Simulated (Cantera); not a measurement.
Input (Python, Cantera):

```python
import numpy as np
import cantera as ct

gas = ct.Solution("gri30.yaml")
gas.TPX = 1025, 25000, {'C2H4': 1, 'O2': 2.73, 'N2': 10.3, 'H2O': 0.5}
reactor = ct.IdealGasReactor(gas, energy="on", clone=False)
net = ct.ReactorNet([reactor])
net.rtol, net.atol = 1e-08, 1e-16
show = ['C2H4', 'O2', 'H2O', 'HCN', 'H2']
times = np.geomspace(1e-06, 0.3, 11)

steps = ct.SolutionArray(gas, extra=["t"])
rows = []
print(f"{'t/s':>10s}{'T/K':>9s}{'P/Pa':>11s}" + "".join(f"{s:>11s}" for s in show))
for t in times:
    while net.time < t:
        t_next = net.step()
        steps.append(gas.state, t=t_next)
    rows.append([np.interp(t, steps.t, y) for y in (steps.T, steps.P, *steps(*show).X.T)])
    print(f"{t:10.3e}{rows[-1][0]:9.1f}{rows[-1][1]:11.4g}" + "".join(f"{x:11.3e}" for x in rows[-1][2:]))
rate = np.gradient(steps.T, steps.t)
print("integrator steps:", len(steps.t))
if steps.T.max() > steps.T[0] + 200:
    print(f"time of steepest temperature rise: {steps.t[rate.argmax()]:.4e} s")
gas.TPX = 1025, 25000, {'C2H4': 1, 'O2': 2.73, 'N2': 10.3, 'H2O': 0.5}
gas.equilibrate("UV")
print(f"equilibrium (UV): T = {gas.T:.1f} K  " + "  ".join(f"{s} {gas[s].X[0]:.3e}" for s in show))
```

Output:

```
       t/s      T/K       P/Pa       C2H4         O2        H2O        HCN         H2
 1.000e-06   1025.0    2.5e+04  6.882e-02  1.879e-01  3.441e-02  1.282e-32  1.658e-12
 3.529e-06   1025.0    2.5e+04  6.882e-02  1.879e-01  3.441e-02  3.530e-31  5.852e-12
 1.246e-05   1025.0    2.5e+04  6.882e-02  1.879e-01  3.441e-02  1.414e-29  2.066e-11
 4.397e-05   1025.0    2.5e+04  6.882e-02  1.879e-01  3.441e-02  3.119e-28  7.293e-11
 1.552e-04   1025.0    2.5e+04  6.882e-02  1.879e-01  3.441e-02  2.868e-27  2.576e-10
 5.477e-04   1025.0    2.5e+04  6.882e-02  1.879e-01  3.441e-02  1.560e-26  9.095e-10
 1.933e-03   1025.0    2.5e+04  6.882e-02  1.879e-01  3.441e-02  9.101e-26  3.213e-09
 6.823e-03   1025.0    2.5e+04  6.882e-02  1.879e-01  3.441e-02  9.797e-25  1.139e-08
 2.408e-02   1025.0    2.5e+04  6.882e-02  1.879e-01  3.441e-02  7.946e-23  4.650e-08
 8.500e-02   2748.6   7.14e+04  2.939e-23  1.700e-02  1.257e-01  1.896e-09  2.044e-02
 3.000e-01   2748.6   7.14e+04  2.939e-23  1.700e-02  1.257e-01  1.896e-09  2.044e-02
integrator steps: 1892
time of steepest temperature rise: 4.3065e-02 s
equilibrium (UV): T = 2748.6 K  C2H4 3.214e-23  O2 1.700e-02  H2O 1.257e-01  HCN 1.896e-09  H2 2.044e-02
```

Model: GRI-Mech 3.0 (53 species, 325 reactions), integrated in Cantera. GRI-Mech 3.0 was tuned for natural gas; its chemistry of ethylene as a main component is partial and can be far from experiment.
